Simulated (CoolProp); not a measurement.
A single-stage vapour-compression cycle with CH3F (R41): evaporating at 197.15 K (dew point), condensing at 243.15 K (bubble point), superheat 0 K, subcooling 8 K, compressor efficiency 0.7, no pressure losses. Each further row changes one setting.

Model: reference Helmholtz-energy equation of state, Lemmon 2006, in CoolProp. It is a short technical equation, of lower accuracy than the large ones.

```tsv
case	cooling COP	pressure ratio	discharge temperature (K)	refrigerating effect (kJ/kg)	volumetric capacity (kJ/m³)
as stated	2.48	7.12	350.1	403	1010
evaporating temperature 202.15 K	?	5.49	333.7	?	1300
condensing temperature 238.15 K	?	5.98	334.6	414	1040
subcooling 13 K	?	7.12	350.1	414	1040
superheat 10 K	?	7.12	367.1	?	?
compressor efficiency 0.6	2.12	7.12	?	403	1010
```

Task: What belongs in the gaps?

Result: 
- evaporating temperature 202.15 K, cooling COP: 2.93
- evaporating temperature 202.15 K, refrigerating effect (kJ/kg): 407
- condensing temperature 238.15 K, cooling COP: 2.85
- subcooling 13 K, cooling COP: 2.55
- superheat 10 K, cooling COP: 2.41
- superheat 10 K, refrigerating effect (kJ/kg): 415
- superheat 10 K, volumetric capacity (kJ/m³): 981
- compressor efficiency 0.6, discharge temperature (K): 371.2
